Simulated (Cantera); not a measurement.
Input (Python, Cantera):

```python
import numpy as np
import cantera as ct

gas = ct.Solution("gri30.yaml")
gas.TPX = 350, 130000, {'CH4': 1, 'O2': 1.43, 'N2': 5.37}
flame = ct.FreeFlame(gas, width=0.033)
flame.set_refine_criteria(ratio=3, slope=0.08, curve=0.16)
flame.transport_model = "mixture-averaged"
flame.solve(loglevel=0, auto=True)
z, T = flame.grid, flame.T
thick = (T[-1] - T[0]) / np.gradient(T, z).max()
show = ['CH4', 'O2', 'NO2', 'C2H', 'NO', 'CO']
print(f"laminar burning velocity  {flame.velocity[0] * 100:.3f} cm/s")
print(f"burnt temperature         {T[-1]:.1f} K")
print(f"thermal thickness         {thick * 1e3:.4f} mm")
print(f"grid points               {len(z)}")
z0 = z[flame.heat_release_rate.argmax()]
print(f"{'z/mm':>9s}{'T/K':>9s}{'u/(m/s)':>9s}" + "".join(f"{s:>11s}" for s in show))
rows = []
for k in (-3, -2, -1.5, -1, -0.5, -0.25, 0, 0.25, 0.5, 1, 2, 4, 8):
    zz = z0 + k * thick
    rows.append([k * thick, np.interp(zz, z, T), np.interp(zz, z, flame.velocity),
                 *(np.interp(zz, z, flame.X[gas.species_index(s)]) for s in show)])
    print(f"{rows[-1][0] * 1e3:9.3f}{rows[-1][1]:9.1f}{rows[-1][2]:9.3f}" + "".join(f"{x:11.3e}" for x in rows[-1][3:]))
```

Result:

```
laminar burning velocity  17.326 cm/s
burnt temperature         2015.5 K
thermal thickness         0.7633 mm
grid points               134
     z/mm      T/K  u/(m/s)        CH4         O2        NO2        C2H         NO         CO
   -2.290    350.2    0.174  1.279e-01  1.829e-01  2.006e-10  1.300e-30  6.979e-11  3.658e-06
   -1.527    354.7    0.177  1.269e-01  1.818e-01  6.874e-09  4.730e-26  1.763e-09  8.879e-05
   -1.145    375.5    0.188  1.246e-01  1.796e-01  5.061e-08  1.814e-23  1.219e-08  5.471e-04
   -0.763    511.7    0.260  1.140e-01  1.686e-01  4.417e-07  2.684e-18  1.793e-07  4.390e-03
   -0.382   1012.9    0.528  7.596e-02  1.211e-01  6.200e-07  1.130e-11  3.084e-06  2.474e-02
   -0.191   1410.7    0.744  4.302e-02  7.580e-02  1.226e-07  4.926e-09  6.804e-06  4.578e-02
    0.000   1769.7    0.943  1.303e-02  2.898e-02  7.877e-09  2.991e-07  1.196e-05  6.750e-02
    0.191   1932.0    1.032  2.735e-03  7.025e-03  1.066e-09  8.228e-07  1.959e-05  7.522e-02
    0.382   1979.2    1.056  8.877e-04  1.666e-03  3.755e-10  5.729e-07  2.701e-05  7.533e-02
    0.763   2002.1    1.066  2.756e-04  1.443e-04  1.931e-10  2.129e-07  3.656e-05  7.411e-02
    1.527   2010.8    1.070  1.085e-04  6.947e-06  1.837e-10  6.038e-08  4.575e-05  7.356e-02
    3.053   2014.0    1.072  4.874e-05  1.495e-06  1.985e-10  1.612e-08  5.444e-05  7.366e-02
    6.107   2015.2    1.073  1.719e-05  8.328e-07  2.187e-10  3.295e-09  6.350e-05  7.386e-02
```

Cantera simulation using GRI-Mech 3.0 (53 species, 325 reactions); the numbers are that mechanism's predictions, not measurements. Burning velocities carry a grid error of a few per cent, more on coarse grids.
